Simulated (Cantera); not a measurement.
# Hydrocarbon pyrolysis for carbon deposition

A perfectly stirred reactor is fed with CH₄ : N₂ = 1 : 2.3 (molar parts), at 1.00 atm; it is held at 1900 K, and followed from long to short residence time.

Cantera simulation using GRI-Mech 3.0 (53 species, 325 reactions); the numbers are that mechanism's predictions, not measurements. GRI-Mech 3.0 stops at C3 and has no aromatics, soot or wall deposition, so with more carbon than oxygen in the feed, carbon stays in small species such as C2H2 where larger ones or solid carbon would form.

```json
[
 {"τ (s)": "0.60", "x CH₄": "0.00684", "x C₂H": "1.97e-6", "x HCN": "5.50e-5", "x H": "0.000454", "x C₂H₄": "0.000482"},
 {"τ (s)": "0.24", "x CH₄": "0.0106", "x C₂H": "1.93e-6", "x HCN": "3.06e-5", "x H": "0.000444", "x C₂H₄": "0.000488"},
 {"τ (s)": "0.094", "x CH₄": "0.0168", "x C₂H": "1.86e-6", "x HCN": "1.70e-5", "x H": "0.000429", "x C₂H₄": "0.000514"},
 {"τ (s)": "0.037", "x CH₄": "0.0268", "x C₂H": "1.76e-6", "x HCN": "9.51e-6", "x H": "0.000406", "x C₂H₄": "0.000596"},
 {"τ (s)": "0.015", "x CH₄": "0.0419", "x C₂H": "1.62e-6", "x HCN": "5.37e-6", "x H": "0.000376", "x C₂H₄": "0.000816"},
 {"τ (s)": "0.0058", "x CH₄": "0.0662", "x C₂H": "1.43e-6", "x HCN": "2.82e-6", "x H": "0.000333", "x C₂H₄": "0.00141"},
 {"τ (s)": "0.0023", "x CH₄": "0.0999", "x C₂H": "1.19e-6", "x HCN": "1.39e-6", "x H": "0.000281", "x C₂H₄": "0.00274"},
 {"τ (s)": "0.00092", "x CH₄": "0.143", "x C₂H": "8.89e-7", "x HCN": "6.18e-7", "x H": "0.000220", "x C₂H₄": "0.00526"},
 {"τ (s)": "0.00036", "x CH₄": "0.194", "x C₂H": "5.40e-7", "x HCN": "2.21e-7", "x H": "0.000151", "x C₂H₄": "0.00880"}
]
```
x: mole fraction; the columns are a selection and need not sum to one.
